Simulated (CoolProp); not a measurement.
A simple Rankine cycle with cyclopropane: condensing at 289.15 K, boiler at 3.44 MPa, turbine inlet 374.8 K, turbine efficiency 0.65, pump efficiency 0.8, no recuperator. Each further row changes one setting.

Model: reference Helmholtz-energy equation of state, Polt 1992, in CoolProp. This equation is an older, rougher fit; its heat capacities, sound speeds and derivatives of the liquid may be far off and weren't checked against measurements.

```csv
case,thermal efficiency (%),net work (kJ/kg),heat in (kJ/kg),turbine exit temperature (K),volume ratio over the turbine
as stated,11.1,52.1,472,291.2,6.51
turbine inlet 394.8 K,11.6,60.8,526,321.0,6.26
condensing temperature 281.15 K,12.1,59.3,490,282.7,8.16
boiler pressure 2.41 MPa,9.8,49.8,510,317.6,4.25
turbine efficiency 0.55,9.2,43.2,472,297.0,6.70
```
